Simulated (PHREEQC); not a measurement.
## Copper plating or etch bath: speciation

Solution (59 °C): 0.003 mol CuSO4 and 0.048 mol HBF4 per kg of water. Closed to the air; pH follows from the charge balance.

Equilibrium calculation in PHREEQC: ion-association model, wateq4f.dat.

This is a speciation only: nothing precipitates in the calculation.

Problem. What pH does the model give?

Solution. pH 1.45.

Problem. In which forms is F present?

Solution. BF4- 87 %, HF 9.8 %, BF3OH- 2.5 % of the F.

Away from 25 °C the constants follow the database's enthalpies or fits; those with neither stay at their 25 °C values. Real BF4- forms and hydrolyses slowly; the run takes it at equilibrium.
